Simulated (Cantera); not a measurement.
Cantera run:

```python
import numpy as np
import cantera as ct

gas_names = """
    O2 SO3
""".split()
cond_names = """
    S(cr1) S(cr2) S(L)
""".split()


# ... load() reads the species with a 1 bar reference pressure and builds the phases ...
species = {s.name: s for s in load("nasa_gas.yaml", gas_names) + load("nasa_condensed.yaml", cond_names)}
# Each term lists the table entries of one substance; the one whose range holds T is used.
reactions = {
    '2 S + 3 O2(g) = 2 SO3(g)':
        [(-2, ['S(cr1)', 'S(cr2)', 'S(L)']), (-3, ['O2']), (2, ['SO3'])],
}


def pick(names, T):
    return next(species[n] for n in names if species[n].thermo.min_temp <= T <= species[n].thermo.max_temp)


results = []
for label, terms in reactions.items():
    print(label)
    print("     T/K   dH/kJ  dS/(J/K)   dG/kJ   log10 K")
    for T in [300, 423, 473, 523, 573, 623, 673, 723, 773, 823, 873]:
        used = [(nu, pick(names, T)) for nu, names in terms]
        dH = sum(nu * s.thermo.h(T) for nu, s in used) / 1e6
        dS = sum(nu * s.thermo.s(T) for nu, s in used) / 1e3
        dG = dH - T * dS / 1e3
        logK = -dG * 1e6 / (ct.gas_constant * T * np.log(10))
        results.append((label, T, dH, dS, dG, logK, [s.name for _, s in used]))
        print(f"{T:8g} {dH:8.1f} {dS:8.1f} {dG:8.1f} {logK:8.2f}")
```

Result:

```
2 S + 3 O2(g) = 2 SO3(g)
     T/K   dH/kJ  dS/(J/K)   dG/kJ   log10 K
     300   -791.6   -166.2   -741.7   129.14
     423   -799.9   -188.5   -720.1    88.93
     473   -802.4   -194.1   -710.6    78.47
     523   -804.8   -199.0   -700.7    69.99
     573   -806.9   -202.9   -690.7    62.96
     623   -808.6   -205.7   -680.5    57.05
     673   -809.9   -207.6   -670.1    52.01
     723   -810.9   -209.0   -659.7    47.66
     773   -811.7   -210.2   -649.2    43.87
     823   -812.6   -211.3   -638.7    40.54
     873   -813.6   -212.5   -628.1    37.58
```

Source: NASA polynomial tables (part measured, part estimated), evaluated in Cantera. Condensed species are held in their standard states even where they would react or evaporate.
